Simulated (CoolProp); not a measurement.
The fluid at 339.6 K and 0.846 MPa (stagnation) flows isentropically through a choked orifice. The same conditions are run with several fluids, on thermodynamics alone (safety and materials aside).

Model: reference Helmholtz-energy equation of state of each fluid (C3F8 (R218): Lemmon 2006; ethylene: Smukala 2000; chloromethane (R40): Thol 2014; normal hydrogen: Leachman 2009; R1132(E): Akasaka 2024), in CoolProp.

| fluid | throat to inlet pressure ratio | mass flux (kg/(m² s)) | throat temperature (K) |
|---|---|---|---|
| C3F8 (R218) | 0.608 | 4430 | 328.8 |
| ethylene | ? | ? | 304.0 |
| chloromethane (R40) | 0.559 | 2450 | 301.4 |
| normal hydrogen | 0.526 | 490 | 282.3 |
| R1132(E) | ? | 2640 | 314.2 |

Question: Some entries are withheld; supply them.

Answer: 
- ethylene, throat to inlet pressure ratio: 0.558
- ethylene, mass flux (kg/(m² s)): 1770
- R1132(E), throat to inlet pressure ratio: 0.578
